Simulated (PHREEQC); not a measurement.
Make-up at 30 °C: 0.21 mol/kgw NaBr, 0.0018 mol/kgw NH4Br and 0.0035 mol/kgw NaF. Closed to the air; pH follows from the charge balance.

Model: ion-association model, phreeqc.dat, run in PHREEQC.

This is a speciation only: nothing precipitates in the calculation.

What pH does the model give?

pH 6.36.

In which forms is F present?

F- 94 %, NaF 5.7 % of the F.
